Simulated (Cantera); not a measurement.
A closed system holds: 1 mol Si, 2.3 mol H2O, 0.66 mol N2, held at 10.0 mbar.

Method: chemical equilibrium by Gibbs-energy minimisation in Cantera with the NASA 1993 tables (ideal gas, pure condensed phases). Candidate condensed phases: H2O, Si, SiO2, Si2N2O, Si3N4; 35 gas species. The tables hold silica as quartz up to 1696 K and as liquid above; real silica turns to tridymite and cristobalite and melts near 1996 K. The numbers say what is thermodynamically allowed, not how fast it happens.

x: gas mole fraction; n: condensed amount in mol.

```tsv
T (°C)	x H2	x N2	x H2O	x H	n SiO2(α-quartz)	n SiO2(β-quartz)	n SiO2(condensed)
550	0.676	0.223	0.101	…	1.00	0	0
650	0.676	0.223	0.101	…	0	1.00	0
750	0.676	0.223	0.101	…	0	1.00	0
850	0.676	0.223	0.101	…	0	1.00	0
950	0.676	0.223	0.101	…	0	1.00	0
1050	0.676	0.223	0.101	…	0	1.00	0
1150	0.676	0.223	0.101	…	0	1.00	0
1250	0.676	0.223	0.101	…	0	1.000	0
1350	0.675	0.223	0.101	…	0	1.000	0
1450	0.674	0.223	0.102	…	0	0	0.999
```

Complete the blanks.


- 550, x H: 6.03e-11
- 650, x H: 2.01e-9
- 750, x H: 3.40e-8
- 850, x H: 3.50e-7
- 950, x H: 2.47e-6
- 1050, x H: 1.30e-5
- 1150, x H: 5.46e-5
- 1250, x H: 0.000190
- 1350, x H: 0.000568
- 1450, x H: 0.00150
